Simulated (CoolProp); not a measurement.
CF4 (R14) at several states: fugacity coefficient from the reference equation and from simpler models built on Tc = -45.8 °C, pc = 37.62 bar, ω = 0.178; each cubic takes its own stable root.

Values from CoolProp's reference Helmholtz-energy equation of state, Platzer 1990. This equation is an older, rougher fit; its heat capacities, sound speeds and derivatives of the liquid may be far off and weren't checked against measurements.

| T (°C) | p (bar) | phase | reference |
|---|---|---|---|
| 36.75 | 9.54 | gas | 0.9700 |
| -94.75 | 17.4 | liquid | 0.3460 |
| 84.35 | 0.169 | gas | 0.9997 |

Q: How far does each simpler model (van der Waals, Redlich-Kwong) lie from the reference over these 3 states: mean and median of the absolute difference, and the worst?

A: 
- van der Waals: mean 27.9 %, median 0.4 %, worst +83.1 % at -94.75 °C and 17.4 bar
- Redlich-Kwong: mean 6.6 %, median 0.3 %, worst +19.5 % at -94.75 °C and 17.4 bar
